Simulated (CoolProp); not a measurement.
Saturation properties of isobutane (Tc = 407.8 K, pc = 3.629 MPa, ω = 0.184).

Computed with CoolProp (reference Helmholtz-energy equation of state, Bücker 2006).

```tsv
T (K)	p (MPa)	vapour density (kg/m³)	surface tension (mN/m)	liquid viscosity (µPa s)	vapour viscosity (µPa s)	liquid conductivity (mW/(m K))
271.3	0.1469	4.001	13.0	203	6.82	99.3
276	0.1734	4.676	12.5	192	6.93	97.5
280.7	0.2035	5.435	12.0	182	[?]	95.7
285.4	0.2373	6.287	[?]	173	7.17	93.9
290.2	0.2761	7.260	10.9	164	7.29	92.1
294.9	0.3186	8.322	10.4	156	7.41	90.4
299.6	0.3658	9.503	9.84	149	7.54	88.7
304.3	0.4180	10.81	9.32	142	7.66	87.0
309.1	0.4769	12.29	8.79	135	7.80	85.4
313.8	0.5403	[?]	8.28	129	7.93	83.8
318.5	0.6098	15.67	7.77	123	8.07	[?]
323.2	0.6857	17.62	7.27	117	8.22	80.7
328	0.7702	19.81	6.76	111	8.38	79.2
```

Problem. Some entries are withheld; supply them.

Solution. 
- 280.7, vapour viscosity (µPa s): 7.05
- 285.4, surface tension (mN/m): 11.4
- 313.8, vapour density (kg/m³): 13.90
- 318.5, liquid conductivity (mW/(m K)): 82.2

It boils at 261.4 K under 1 atm.

Viscosity comes from a separate model (Vogel 2000). Thermal conductivity comes from a separate model (Perkins 2002). Surface tension comes from a separate correlation (Mulero 2012).
